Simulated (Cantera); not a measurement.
Charge: 1 mol SiO2, 1.7 mol SiCl4, 15 mol O2, equilibrated at 1875 K and 65.0 mbar.

Equilibrium computed with Cantera from the NASA thermochemical tables; the gas is ideal and each condensed phase is pure. Candidate condensed phases: Si, SiO2; 15 gas species. The tables hold silica as quartz up to 1696 K and as liquid above; real silica turns to tridymite and cristobalite and melts near 1996 K. The numbers say what is thermodynamically allowed, not how fast it happens.

Base state: O2 0.679, Cl 0.291, Cl2 0.0280, ClO 0.00102, O 0.000778 (mole fractions); condensed: SiO2(condensed).

### Question
What changes in the equilibrium state with this change: temperature from 1875 K to 750 K?

### Answer
```csv
species,before,after
O2,0.679,0.796
Cl2,0.0280,0.204
Cl,0.291,4.80e-6
O,0.000778,<1e-9
ClO,0.00102,1.65e-7
"SiO2(condensed), mol",2.70,0
"SiO2(α-quartz), mol",0,2.70
```

### Question
What changes in the equilibrium state with this change: temperature from 1875 K to 1148 K?

### Answer
```json
[
 {"species": "O2", "before": "0.679", "after": "0.795"},
 {"species": "Cl2", "before": "0.0280", "after": "0.201"},
 {"species": "Cl", "before": "0.291", "after": "0.00471"},
 {"species": "O", "before": "0.000778", "after": "2.77e-8"},
 {"species": "ClO", "before": "0.00102", "after": "4.68e-5"},
 {"species": "SiO2(condensed), mol", "before": "2.70", "after": "0"},
 {"species": "SiO2(β-quartz), mol", "before": "0", "after": "2.70"}
]
```
